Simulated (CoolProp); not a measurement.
The numbers come from the reference Helmholtz-energy equation of state, Thol 2016 in CoolProp.

Q: For hexamethyldisiloxane (MM), give the phase and the cv (kJ/(kg K)), fugacity coefficient at 330.2 K and 4.11 MPa.

A: 
- 330.2 K and 4.11 MPa: liquid; cv 1.62, fugacity coefficient 0.00774
